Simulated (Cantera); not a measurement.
Input: 1 mol SiC, 0.0022 mol O2, 6.8 mol H2, equilibrated at 120000 Pa.

Cantera equilibrium calculation (NASA polynomials, part measured and part estimated; ideal gas, pure solids and liquids). Candidate condensed phases: C, C6H6, C7H8, C8H18, H2O, Si, SiC, SiO2; 123 gas species. Rates play no part.

Q: At 1600 K, list the 5 most abundant gas species with their mole fractions, and the condensed phases.

A: H2 0.999, SiO 0.000365, CO 0.000275, CH4 9.14e-5, H 4.96e-5. Condensed: SiC(s).
